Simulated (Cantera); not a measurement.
Charge: 1 mol TEOS, 23 mol O₂, 59 mol H₂, 17 mol H₂O, equilibrated at 50.0 Pa.

Method: chemical equilibrium by Gibbs-energy minimisation in Cantera with the NASA 1993 tables (ideal gas, pure condensed phases). Candidate condensed phases: C, C₆H₆, C₇H₈, C₈H₁₈, H₂O, Si, SiC, SiO₂; 123 gas species. The feed counts by its element totals alone. The tables hold silica as quartz up to 1696 K and as liquid above; real silica turns to tridymite and cristobalite and melts near 1996 K. Kinetics and transport are ignored.

Question: Which condensed phases are stable at each of these points (T (K)): 523, 673, 823, 973, 1123, 1273, 1423, 1573, 1723, 1873, 2023?

Answer: 
```csv
T (K),condensed phases,Si condensed (%)
523,SiO₂(α-quartz),100.0
673,SiO₂(α-quartz),100.0
823,SiO₂(α-quartz),100.0
973,SiO₂(β-quartz),100.0
1123,SiO₂(β-quartz),100.0
1273,SiO₂(β-quartz),100.0
1423,SiO₂(β-quartz),100.0
1573,SiO₂(β-quartz),99.9
1723,SiO₂(condensed),95.0
1873,SiO₂(condensed),10.1
2023,gas only,0.0
```

From 523 K to 823 K the condensed part is SiO₂(α-quartz). From 973 K to 1573 K the condensed part is SiO₂(β-quartz). From 1723 K to 1873 K the condensed part is SiO₂(condensed). At 2023 K nothing is condensed.
